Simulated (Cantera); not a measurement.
A Cantera script and what it prints.

```python
import numpy as np
import cantera as ct

gas_names = """
    B BH BH2 BH3 BO BO2 B2 B2O B2O2 B2O3 B3O3H3 H HBO HBO2 HO2 H2 H2O H2O2 H3B3O6 O OH O2 O3
""".split()
cond_names = """
    B(b) B(L) B2O3(L) B3O3H3(cr) H2O(s) H2O(L)
""".split()


# ... load() reads the species with a 1 bar reference pressure and builds the phases ...
atoms = {
    'B': {'B': 1},
    'H2O': {'H': 2, 'O': 1},
}
top_T = {}  # K; cautious upper limits of use, not melting points


# ... equilibrate(T, P, feed) seeds the gas with the atoms and calls Mixture.equilibrate('TP', solver="vcs", rtol=1e-11, max_steps=5000) ...
results = []
feed = {'B': 1, 'H2O': 7.6}  # mol
T = 2025  # K
P = 1500  # Pa
mix = equilibrate(T, P, feed)
results.append((T, P, feed, dict(zip(mix.species_names, mix.species_moles))))
x = sorted(zip(gas.X, gas.species_names), reverse=True)
print(f"T = {T:g} K  P = {P:g} Pa  gas = {mix.phase_moles(0):.4g} mol")
print("   x: " + "  ".join(f"{s} {v:.3e}" for v, s in x if v > 0.001))
print("   condensed (mol): " + ("  ".join(f"{mix.phase(i).name} {mix.phase_moles(i):.4g}"
      for i in range(1, mix.n_phases) if mix.phase_moles(i) > 1e-12) or "none"))
```

It prints:

```
T = 2025 K  P = 1500 Pa  gas = 8.142 mol
   x: H2O 6.873e-01  H2 1.825e-01  HBO2 1.176e-01  H 6.714e-03  OH 2.643e-03  B2O3 2.186e-03
   condensed (mol): none
```

Equilibrium computed with Cantera from the NASA thermochemical tables; the gas is ideal and each condensed phase is pure.
